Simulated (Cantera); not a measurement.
Feed: 1 mol c-C4F8, 0.013 mol HCl, held at 1077 °C and 5500 Pa.

Cantera equilibrium calculation (NASA polynomials, part measured and part estimated; ideal gas, pure solids and liquids). Candidate condensed phases: C, C6H6, C7H8, C8H18; 118 gas species. The feed counts by its element totals alone. Gases not in the tables: C2F6 and larger saturated fluorocarbons. Equilibrium is a limit: real reactors are often held back by kinetics, nucleation or transport.

Base state: CF4 0.988, HF 0.00630, Cl 0.00241, CClF3 0.00211, Cl2 0.000881, HCl 0.000146, CF2 1.50e-5 (mole fractions); condensed: C(graphite).

Problem. What changes in the equilibrium state with this change: temperature from 1077 °C to 2902 °C?

Solution. 
```csv
species,before,after
F,1.03e-6,0.750
CF,<1e-9,0.122
CF2,1.50e-5,0.0826
CF4,0.988,1.73e-5
C3,<1e-9,0.0329
C,<1e-9,0.00444
C2,<1e-9,0.00346
CClF3,0.00211,<1e-9
C5,<1e-9,0.000994
"C(graphite), mol",2.00,1.53
```

Problem. What changes in the equilibrium state with this change: temperature from 1077 °C to 477 °C?

Solution. 
| species | before | after |
|---|---|---|
| CF4 | 0.988 | 0.990 |
| HF | 0.00630 | 0.00361 |
| HCl | 0.000146 | 0.00285 |
| Cl | 0.00241 | 2.63e-7 |
| CF2 | 1.50e-5 | <1e-9 |
| CCl2F2 | 4.13e-6 | 1.29e-5 |
| C(graphite), mol | 2.00 | 2.00 |
Condensed phases not in the tables: fluorocarbon polymer.
